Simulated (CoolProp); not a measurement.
Vapour-liquid equilibrium of benzene (1) + m-xylene (2) at 296.5 K; x and y are mole fractions of (1).

Values from CoolProp's multi-fluid Helmholtz-energy mixture model, Thol 2012 and Zhou 2012; pair parameters Bell 2016.

| x | bubble pressure, mixture model (bar) | bubble pressure, Raoult's law (bar) | y, mixture model | y, Raoult's law |
|---|---|---|---|---|
| 0.05 | 0.01583 | 0.01552 | 0.390 | 0.379 |
| 0.125 | ? | 0.02358 | 0.631 | 0.623 |
| 0.2 | 0.03225 | 0.03163 | ? | 0.743 |
| 0.275 | 0.04024 | 0.03969 | 0.815 | 0.815 |
| 0.35 | ? | 0.04775 | 0.861 | 0.862 |
| 0.425 | 0.05606 | 0.05580 | 0.894 | 0.895 |
| 0.5 | 0.06396 | 0.06386 | 0.919 | 0.921 |
| 0.575 | 0.07190 | 0.07192 | 0.938 | 0.940 |
| 0.65 | 0.07988 | 0.07998 | 0.954 | 0.956 |
| 0.725 | 0.08790 | 0.08803 | ? | 0.968 |
| 0.8 | 0.09596 | 0.09609 | 0.978 | 0.979 |
| 0.875 | 0.1041 | 0.1041 | 0.987 | 0.988 |
| 0.95 | 0.1122 | 0.1122 | 0.995 | 0.995 |

Task: Fill in the missing entries.

Result: 
- 0.125, bubble pressure, mixture model (bar): 0.02414
- 0.2, y, mixture model: 0.747
- 0.35, bubble pressure, mixture model (bar): 0.04816
- 0.725, y, mixture model: 0.967

The largest gap from Raoult's law is +2.4 % in bubble pressure, at x = 0.125. No azeotrope shows between x = 0.05 and 0.95.

Pair parameters are fitted to limited data, so mixtures are less certain than the pure fluids.
